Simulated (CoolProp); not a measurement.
Vapour-liquid equilibrium of m-xylene (1) + o-xylene (2) at 0.0149 MPa; x and y are mole fractions of (1).

Model: multi-fluid Helmholtz-energy mixture model, Zhou 2012 and Zhou 2012; pair parameters Bell 2016, in CoolProp.

```
x      bubble temperature (°C)  y at the bubble point  dew temperature at overall composition x (°C)  liquid density (mol/L)
-----  -----------------------  ---------------------  ---------------------------------------------  ----------------------
0.05                      83.9                  0.058                                           84.0                   7.765
0.125                     83.6                  0.144                                           83.7                   7.756
0.2                       83.2                  0.229                                           83.4                   7.747
0.275                     82.9                  0.311                                           83.0                   7.737
0.35                      82.5                  0.392                                           82.7                   7.728
0.425                     82.1                  0.470                                           82.4                   7.718
0.5                       81.8                  0.545                                           82.0                   7.709
0.575                     81.4                  0.619                                           81.6                   7.699
0.65                      81.1                  0.690                                           81.3                   7.690
0.725                     80.8                  0.759                                           80.9                   7.680
0.8                       80.4                  0.826                                           80.6                   7.671
0.875                     80.1                  0.892                                           80.2                   7.661
0.95                      79.8                  0.957                                           79.9                   7.652
```

No azeotrope shows between x = 0.05 and 0.95.

The pair parameters rest on a limited set of measurements; away from them the model extrapolates.
